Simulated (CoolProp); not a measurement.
R115 along the isobar 74.3 bar: density (kg/m³) from the reference equation and from simpler models built on Tc = 80.0 °C, pc = 31.29 bar, ω = 0.248; each cubic takes its own stable root.

Computed with CoolProp (reference Helmholtz-energy equation of state, Lemmon 2016).

```tsv
T (°C)	phase	reference
63.45	liquid	1181
83.95	supercritical	1067
104.35	supercritical	925.0
124.75	supercritical	749.9
145.15	supercritical	592.6
165.55	supercritical	489.2
186.05	supercritical	422.1
206.45	supercritical	375.5
226.85	supercritical	340.9
```

Q: How far does each simpler model (van der Waals, Soave-Redlich-Kwong, Peng-Robinson) lie from the reference over these 9 states: mean and median of the absolute difference, and the worst?

A: 
- van der Waals: mean 15.5 %, median 13.5 %, worst -29.2 % at 63.45 °C and 74.3 bar
- Soave-Redlich-Kwong: mean 8.0 %, median 7.9 %, worst -11.6 % at 104.35 °C and 74.3 bar
- Peng-Robinson: mean 1.8 %, median 1.4 %, worst -4.1 % at 124.75 °C and 74.3 bar
